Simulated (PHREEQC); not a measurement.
## Metal-bearing waste water (model solution)

Consider water at 20 °C with 0.26 mol FeCl3, 0.00017 mol CaCl2 and 0.0025 mol NaCl per kg of water. Closed to the air; pH follows from the charge balance.

Model: ion-association model, phreeqc.dat, run in PHREEQC.

Precipitation was switched off in this run.

Question: Predict the pH, ionic strength.

Answer: pH 1.93; ionic strength 0.806 mol/kgw.

Question: In which forms is Cl present?

Answer: Cl- 65 %, FeCl+2 18 %, FeCl2+ 17 % of the Cl.

Examples of supersaturated solids here: Hematite (slow to form), Goethite (slow to form). Others may be too. Ionic strength above about 0.7 mol/kgw puts this run outside the model's range. Complexes and solids missing from the database can't appear.
